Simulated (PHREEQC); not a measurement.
0.018 g of hydrous ferric oxide (600 m²/g; 0.2 weak and 0.005 strong sites per Fe, Dzombak-Morel constants, diffuse double layer) in 1 kg of water with 0.3 mol/kgw of an inert sodium salt and 9.8e-05 mol/kgw Na2SO4 and 2.7e-07 mol/kgw NaF, at 25 °C; the pH is set by adding NaOH or the inert anion's acid. O2 is buffered at 0.21 atm. CO2 from the air is kept out. No solid was allowed to form.

Base run: PHREEQC, ion-association model, wateq4f.dat. Each further column changes one thing. The table gives S sorbed (%).

```
pH   base  background salt from 0.3 to 0.03 mol/kgw  oxide from 0.018 to 0.09 g/kgw  4.5e-06 mol/kgw Ag2SO4 added
---  ----  ----------------------------------------  ------------------------------  ----------------------------
3     6.8                                      16.0                            30.6                           6.6
3.5   6.8                                      15.9                            30.5                           6.6
4     6.5                                      15.4                            29.5                           6.3
4.5   5.9                                      14.2                            26.8                           5.8
5     4.7                                      11.9                            21.6                           4.6
5.5   3.1                                       8.7                            14.2                           3.0
6     1.5                                       5.3                             7.1                           1.5
6.5   0.5                                       2.4                             2.5                           0.5
7     0.1                                       0.7                             0.7                           0.1
7.5   0.0                                       0.1                             0.1                           0.0
8     0.0                                       0.0                             0.0                           0.0
8.5   0.0                                       0.0                             0.0                           0.0
9     0.0                                       0.0                             0.0                           0.0
```

The oxide is taken as insoluble; below pH 4 it would dissolve.
